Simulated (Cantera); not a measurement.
A freely propagating, adiabatic, planar premixed flame of H₂ : O₂ : N₂ = 1 : 0.357 : 1.34 (molar parts), unburnt at 450 K and 4.93 atm; multicomponent transport, grid criteria slope 0.08 and curve 0.16, no radiation.

Detailed kinetics in Cantera: the H2/O2 subset of GRI-Mech 3.0, which has no nitrogen chemistry. The hydrogen kinetics of GRI-Mech 3.0 are dated; newer H2 mechanisms differ, most at raised pressure. Burning velocities carry a grid error of a few per cent, more on coarse grids.

x: mole fraction of selected species; z is measured from the peak of heat release.

```tsv
z (mm)	T (K)	u (m/s)	x H₂	x O₂	x HO₂	x OH	x O	x H₂O
-0.149	450	5.43	0.371	0.132	<1e-8	<1e-8	<1e-8	<1e-8
-0.0993	450	5.43	0.371	0.132	<1e-8	<1e-8	<1e-8	1.49e-8
-0.0745	450	5.43	0.371	0.132	(withheld)	<1e-8	<1e-8	1.77e-7
-0.0496	451	5.43	0.370	0.132	(withheld)	<1e-8	2.92e-8	4.33e-6
-0.0248	492	5.84	0.360	0.134	(withheld)	2.44e-5	5.26e-6	0.00140
-0.0124	802	9.20	0.319	0.126	(withheld)	0.00116	0.000233	0.0275
0	1278	14.2	0.242	0.0949	(withheld)	0.00257	0.00209	0.102
0.0124	1622	17.7	0.165	0.0487	(withheld)	0.00594	0.00436	0.191
0.0248	1809	19.6	0.126	0.0207	(withheld)	0.00877	0.00443	0.242
0.0496	1979	21.3	0.109	0.00582	(withheld)	0.0107	0.00340	0.272
0.0993	2124	22.7	0.110	0.00249	(withheld)	0.0101	0.00210	0.283
0.199	2242	23.7	0.113	0.00123	(withheld)	0.00803	0.00104	0.290
0.397	2325	24.5	0.114	0.000519	(withheld)	0.00562	0.000436	0.297
```

Some entries are withheld; supply them.


- -0.0745, x HO₂: 2.21e-8
- -0.0496, x HO₂: 6.83e-7
- -0.0248, x HO₂: 0.000333
- -0.0124, x HO₂: 0.000934
- 0, x HO₂: 0.000388
- 0.0124, x HO₂: 0.000170
- 0.0248, x HO₂: 6.75e-5
- 0.0496, x HO₂: 1.79e-5
- 0.0993, x HO₂: 7.49e-6
- 0.199, x HO₂: 3.58e-6
- 0.397, x HO₂: 1.45e-6
